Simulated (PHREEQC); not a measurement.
Dissolve 0.0085 mol/kgw H2SO4 and 0.016 mol/kgw Al2(SO4)3 at 25 °C. Closed to the air; pH follows from the charge balance.

Model: ion-association model, wateq4f.dat, run in PHREEQC.

No solid was allowed to form.

### Question
What pH, ionic strength does the model give?

### Answer
pH 2.08; ionic strength 0.0746 mol/kgw.

### Question
In which forms is S present?

### Answer
AlSO4+ 40 %, SO4-2 30 %, Al(SO4)2- 18 %, HSO4- 12 % of the S.
